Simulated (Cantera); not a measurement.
A freely propagating, adiabatic, planar premixed flame of CO : H2 : O2 : N2 = 1 : 0.22 : 0.871 : 3.28 (molar parts), equivalence ratio 0.70, unburnt at 500 K and 10000 Pa; mixture-averaged transport, grid criteria slope 0.08 and curve 0.16, no radiation.

Model: GRI-Mech 3.0 (53 species, 325 reactions), integrated in Cantera. Burning velocities carry a grid error of a few per cent, more on coarse grids.

**Question.** Predict: laminar burning velocity; thermal thickness; peak x(O); peak x(HO2).

**Answer.** 
```json
{
 "laminar_burning_velocity": "130 cm/s",
 "thermal_thickness": "13.9 mm",
 "peak x(O)": "0.0228",
 "peak x(HO2)": "5.58e-5"
}
```
